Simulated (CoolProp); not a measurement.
Vapour-liquid equilibrium of R113 (1) + n-hexane (2) at 3.89 bar; x and y are mole fractions of (1).

Values from CoolProp's multi-fluid Helmholtz-energy mixture model, Marx 1992 and Thol 2019; pair parameters Bell 2016.

| x | bubble temperature, mixture model (K) | bubble temperature, Raoult's law (K) | y, mixture model | y, Raoult's law |
|---|---|---|---|---|
| 0.05 | 389.7 | 390.4 | ? | 0.083 |
| 0.125 | 386.6 | 388.3 | 0.212 | 0.197 |
| 0.2 | 384.0 | 386.2 | ? | 0.301 |
| 0.275 | 381.6 | 384.2 | 0.404 | 0.397 |
| 0.35 | ? | 382.2 | 0.484 | 0.484 |
| 0.425 | 377.7 | 380.4 | ? | 0.563 |
| 0.5 | ? | 378.6 | 0.621 | 0.637 |
| 0.575 | 374.6 | 376.9 | 0.683 | 0.704 |
| 0.65 | 373.2 | 375.2 | ? | 0.766 |
| 0.725 | 372.0 | 373.7 | ? | 0.824 |
| 0.8 | 370.9 | 372.1 | 0.852 | 0.877 |
| 0.875 | ? | 370.7 | 0.907 | 0.926 |
| 0.95 | 368.9 | 369.2 | 0.962 | 0.971 |

**Question.** Complete the blanks.

**Answer.** 
- 0.05, y, mixture model: 0.092
- 0.2, y, mixture model: 0.315
- 0.35, bubble temperature, mixture model (K): 379.6
- 0.425, y, mixture model: 0.556
- 0.5, bubble temperature, mixture model (K): 376.1
- 0.65, y, mixture model: 0.741
- 0.725, y, mixture model: 0.797
- 0.875, bubble temperature, mixture model (K): 369.8

The largest gap from Raoult's law is -2.7 K in bubble temperature, at x = 0.425. No azeotrope shows between x = 0.05 and 0.95.

The pair parameters rest on a limited set of measurements; away from them the model extrapolates.
